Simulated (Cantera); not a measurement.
## Si + HF (silicon etching in halogen gases)

Charge: 1 mol Si, a varied amount of HF, at 852 °C and 16.5 Torr.

Equilibrium computed with Cantera from the NASA thermochemical tables; the gas is ideal and each condensed phase is pure. Candidate condensed phases: Si; 25 gas species. The tables' values for SiF3, SiF2 are old estimates; treat these amounts as uncertain. Equilibrium is a limit: real reactors are often held back by kinetics, nucleation or transport.

```tsv
n(HF) (mol)	x HF	x H2	x SiF4	x SiHF3	x SiF3	n Si(s)
1	0.000190	0.661	0.320	0.0148	0.00364	0.746
1.9	0.000190	0.661	0.320	0.0148	0.00364	0.518
2.7	0.000190	0.661	0.320	0.0148	0.00364	0.315
3.6	0.000190	0.661	0.320	0.0148	0.00364	0.0872
4.4	0.118	0.588	0.294	1.95e-5	5.10e-6	0
5.2	0.286	0.476	0.238	5.27e-6	1.53e-6	0
6.1	0.412	0.392	0.196	2.48e-6	7.93e-7	0
6.9	0.492	0.339	0.169	1.55e-6	5.34e-7	0
7.7	0.552	0.299	0.149	1.07e-6	3.93e-7	0
8.6	0.605	0.263	0.132	7.60e-7	2.97e-7	0
9.4	0.643	0.238	0.119	5.86e-7	2.40e-7	0
10	0.667	0.222	0.111	4.92e-7	2.09e-7	0
```
x: gas mole fraction; n: condensed amount in mol.

From 1 mol HF to 3.6 mol HF the condensed part is Si(s). From 4.4 mol HF to 10 mol HF nothing is condensed. The main Si-bearing gas is SiF4 throughout.
